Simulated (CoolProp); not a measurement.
n-heptane along the isotherm 326.85 °C: density (kg/m³) from the reference equation and from simpler models built on Tc = 268.1 °C, pc = 2.774 MPa, ω = 0.349; each cubic takes its own stable root.

Values from CoolProp's reference Helmholtz-energy equation of state, Span 2003. It is a short technical equation, of lower accuracy than the large ones.

```csv
p (MPa),phase,reference
0.0991,gas,2.008
0.198,gas,4.047
0.297,gas,6.125
0.396,gas,8.243
0.495,gas,10.40
0.594,gas,12.60
0.693,gas,14.84
0.793,gas,17.16
0.892,gas,19.50
0.991,gas,21.89
1.09,gas,24.33
1.19,gas,26.86
1.29,gas,29.45
1.39,gas,32.10
```

Task: How far does each simpler model (ideal gas, Soave-Redlich-Kwong) lie from the reference over these 14 states: mean and median of the absolute difference, and the worst?

Result: 
- ideal gas: mean 6.8 %, median 6.7 %, worst -13.0 % at 326.85 °C and 1.39 MPa
- Soave-Redlich-Kwong: mean 0.3 %, median 0.3 %, worst -0.7 % at 326.85 °C and 1.39 MPa
